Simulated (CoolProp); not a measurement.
Vapour-liquid equilibrium of carbon dioxide (1) + ethane (2) at -16.35 °C; x and y are mole fractions of (1).

Model: multi-fluid Helmholtz-energy mixture model, Span 1996 and Bücker 2006; pair parameters Kunz 2012, in CoolProp.

Question: Give the bubble pressure and the first vapour's composition at x = 0.2, 0.65, 0.95. Is there an azeotrope?

Answer: x = 0.2: 2098 kPa, y = 0.333; x = 0.65: 2562 kPa, y = 0.662; x = 0.95: 2337 kPa, y = 0.912. y crosses x between x = 0.65 and 0.8: the model has an azeotrope there.

The pair parameters rest on a limited set of measurements; away from them the model extrapolates.
